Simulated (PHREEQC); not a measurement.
Consider water at 60 °C with 0.038 mol/kgw HF, 0.013 mol/kgw NaOH and 0.092 mol/kgw NaCl. Closed to the air; pH follows from the charge balance.

All values are PHREEQC results (ion-association model, phreeqc.dat), not measurements.

Precipitation was switched off in this run.

### Question
Order these F species by the share of F that they hold, largest first: NaF, F-, HF2-, HF.

### Answer
HF (60 %), F- (33 %), HF2- (6.5 %), NaF (1.1 %)

The pH is 3.07 and the ionic strength 0.106 mol/kgw. Constants without temperature data keep their 25 °C values here.
